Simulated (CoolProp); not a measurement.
Values from CoolProp's reference Helmholtz-energy equation of state, Thol 2019.

Q: For n-hexane, give the phase and the Z, cp (kJ/(kg K)), speed of sound (m/s), expansivity (1/kK) at 377.8 K and 0.0963 MPa; 377.8 K and 0.233 MPa; 377.8 K and 0.566 MPa.

A: 
- 377.8 K and 0.0963 MPa: gas; Z 0.968, cp 2.06, speed of sound 190, expansivity 2.97
- 377.8 K and 0.233 MPa: gas; Z 0.919, cp 2.11, speed of sound 181, expansivity 3.56
- 377.8 K and 0.566 MPa: liquid; Z 0.0269, cp 2.66, speed of sound 731, expansivity 1.93
